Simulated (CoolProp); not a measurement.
Model: reference Helmholtz-energy equation of state, Gao 2022, in CoolProp.

Task: For n-perfluorobutane, give the phase and the Z, speed of sound (m/s), Joule-Thomson coefficient (K/MPa), isothermal compressibility (1/MPa) at 48.05 °C and 390 kPa; 141.75 °C and 390 kPa; 165.15 °C and 390 kPa.

Result: 
- 48.05 °C and 390 kPa: gas; Z 0.887, speed of sound 96.4, Joule-Thomson coefficient 13.6, isothermal compressibility 2.94
- 141.75 °C and 390 kPa: gas; Z 0.957, speed of sound 118, Joule-Thomson coefficient 6.32, isothermal compressibility 2.68
- 165.15 °C and 390 kPa: gas; Z 0.965, speed of sound 122, Joule-Thomson coefficient 5.50, isothermal compressibility 2.66
